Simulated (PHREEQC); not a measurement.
Leach liquor

Solution (20 °C and 300 atm): 0.026 mol/kgw H2SO4, 0.0013 mol/kgw Al2(SO4)3 and 7.6e-06 mol/kgw Na2SO4. Closed to the air; pH follows from the charge balance.

Equilibrium calculation in PHREEQC: ion-association model, phreeqc.dat.

Precipitation was switched off in this run.

Predict the pH.

pH 1.50.

In which forms is Al present?

AlSO4+ 67 %, Al+3 18 %, Al(SO4)2- 14 % of the Al.

Under pressure, the constants of complexes without a molar volume in the database are unreliable.
